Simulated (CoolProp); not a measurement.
Properties of R227EA at several states.

Computed with CoolProp (reference Helmholtz-energy equation of state, Lemmon 2016).

| T (K) | p (kPa) | phase | density (kg/m³) | cv (kJ/(kg K)) | speed of sound (m/s) | Joule-Thomson coefficient (K/MPa) | viscosity (µPa s) | Prandtl number |
|---|---|---|---|---|---|---|---|---|
| 312.4 | 8850 | liquid | 1393 | 0.8452 | 455.6 | -0.1201 | ___ | 4.61 |
| 445.2 | 844 | gas | 40.98 | 0.9595 | 144.3 | 5.419 | 17.4 | 0.703 |
| 182.2 | 709 | liquid | 1779 | 0.6847 | 909.5 | -0.4121 | 1360 | 15.0 |
| 173.9 | 182 | liquid | 1802 | ___ | 942.6 | ___ | 1600 | 17.3 |
| 378.8 | 10100 | supercritical | 1135 | ___ | 280.7 | 0.3818 | 118 | 3.15 |

**Question.** Fill in the missing entries.

**Answer.** 
- 312.4, viscosity (µPa s): 244
- 173.9, cv (kJ/(kg K)): 0.6792
- 173.9, Joule-Thomson coefficient (K/MPa): -0.4227
- 378.8, cv (kJ/(kg K)): 0.9396

Viscosity comes from a separate model (Huber 2003), an estimate that may be off by 10 % or more. Thermal conductivity comes from a separate model (Huber 2003), an estimate that may be off by 10 % or more.
